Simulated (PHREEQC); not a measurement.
Consider water at 90 °C with 0.074 mol/kgw NiCl2 and 0.13 mol/kgw NaOH. Closed to the air; pH follows from the charge balance.

Model: ion-association model, wateq4f.dat, run in PHREEQC.

This is a speciation only: nothing precipitates in the calculation.

Task: Order these Ni species by the share of Ni that they hold, largest first: NiOH+, Ni+2, Ni(OH)3-, Ni(OH)2.

Result: NiOH+ (61 %), Ni(OH)2 (25 %), Ni(OH)3- (13 %), Ni+2 (0.79 %)

The pH is 10.55 and the ionic strength 0.177 mol/kgw. Complexes and solids missing from the database can't appear. In wateq4f.dat the enthalpy of Ni(OH)2 has the wrong sign, so its saturation index can't be trusted away from 25 °C. Constants without temperature data keep their 25 °C values here.
